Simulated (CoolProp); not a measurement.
Vapour-liquid equilibrium of cyclopentane (1) + ethanol (2) at 406.7 K; x and y are mole fractions of (1).

Model: multi-fluid Helmholtz-energy mixture model, Gedanitz 2015 and Schroeder 2014; pair parameters Bell 2016, in CoolProp.

```
x     bubble pressure, mixture model (MPa)  bubble pressure, Raoult's law (MPa)  y, mixture model  y, Raoult's law
----  ------------------------------------  -----------------------------------  ----------------  ---------------
0.05                                0.7067                               0.6451             0.137            0.067
0.15                                0.8810                               0.6676             0.366            0.193
0.25                                 1.036                               0.6901             0.507            0.311
0.35                                 1.132                               0.7126             0.582            0.422
0.45                                 1.174                               0.7351             0.618            0.526
0.55                                 1.187                               0.7576             0.634            0.623
0.65                                 1.189                               0.7801             0.643            0.716
0.75                                 1.183                               0.8026             0.660            0.803
0.85                                 1.145                               0.8251             0.706            0.885
0.95                                 1.007                               0.8476             0.840            0.963
```

The largest gap from Raoult's law is +59.7 % in bubble pressure, at x = 0.45. y crosses x between x = 0.55 and 0.65: the model has an azeotrope there.

Pair parameters are fitted to limited data, so mixtures are less certain than the pure fluids. With so large a gap from Raoult's law the liquid may split in two, which this calculation doesn't test in full.
